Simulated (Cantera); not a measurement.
Cantera run:

```python
import numpy as np
import cantera as ct

gas_names = """
    N NO NO2 NO3 N2 N2O O O2 O3 Pb PbO Pb2
""".split()
cond_names = """
    Pb(cr) Pb(L) PbO(rd) PbO(yw) PbO(L) PbO2(s) Pb3O4(s)
""".split()


# ... load() reads the species with a 1 bar reference pressure and builds the phases ...
atoms = {
    'PbO': {'Pb': 1, 'O': 1},
    'O2': {'O': 2},
    'N2': {'N': 2},
}
top_T = {'Pb3O4(s)': 820}  # K; cautious upper limits of use, not melting points


# ... equilibrate(T, P, feed) seeds the gas with the atoms and calls Mixture.equilibrate('TP', solver="vcs", rtol=1e-11, max_steps=5000) ...
results = []
feed = {'PbO': 1, 'O2': 0.013, 'N2': 5.5}  # mol
P = 100000  # Pa
for T in [598, 673, 748, 823, 898, 973, 1048, 1123, 1198, 1273, 1348, 1423, 1498, 1573]:
    mix = equilibrate(T, P, feed)
    results.append((T, P, feed, dict(zip(mix.species_names, mix.species_moles))))

top = {s: max(r[3][s] / sum(r[3][g] for g in gas_names) for r in results) for s in gas_names}
cols = sorted((s for s in top if top[s] > 1e-05), key=lambda s: -top[s])[:5]
seen = [c for c in cond_names if any(r[3].get(c, 0) > 1e-12 for r in results)]
print("log10 of partial pressures in bar; condensed amounts in mol")
print(f"{'T/K':>10s}" + "".join(f"{s[:9]:>10s}" for s in cols + seen))
for T, P, feed, n in results:
    ng = sum(n[g] for g in gas_names)
    print(f"{T:10.4g}" + "".join(f"{np.log10(max(n[s] / ng * P / 1e5, 1e-99)):10.3f}" for s in cols)
          + "".join(f"{n.get(c, 0):10.4g}" for c in seen))
```

Result:

```
log10 of partial pressures in bar; condensed amounts in mol
       T/K        N2       PbO        O2        Pb        NO   PbO(rd)   PbO(yw)    PbO(L)
       598    -0.001   -16.391    -2.627   -23.987    -8.637         1         0         0
       673    -0.001   -13.628    -2.627   -20.003    -7.748         1         0         0
       748    -0.001   -11.430    -2.627   -16.829    -7.037         1         0         0
       823    -0.001    -9.644    -2.627   -14.243    -6.455         0         1         0
       898    -0.001    -8.163    -2.628   -12.096    -5.971         0         1         0
       973    -0.001    -6.917    -2.628   -10.287    -5.561         0         1         0
      1048    -0.001    -5.856    -2.628    -8.742    -5.210         0         1         0
      1123    -0.001    -4.941    -2.629    -7.408    -4.906         0    0.9999         0
      1198    -0.001    -4.184    -2.630    -6.283    -4.640         0         0    0.9996
      1273    -0.001    -3.553    -2.631    -5.328    -4.406         0         0    0.9984
      1348    -0.001    -2.998    -2.631    -4.484    -4.197         0         0    0.9943
      1423    -0.003    -2.505    -2.621    -3.738    -4.006         0         0    0.9817
      1498    -0.005    -2.065    -2.574    -3.090    -3.816         0         0    0.9476
      1573    -0.012    -1.671    -2.446    -2.549    -3.603         0         0    0.8634
```

Equilibrium computed with Cantera from the NASA thermochemical tables; the gas is ideal and each condensed phase is pure. Gases not in the tables: (PbO)n polymers.
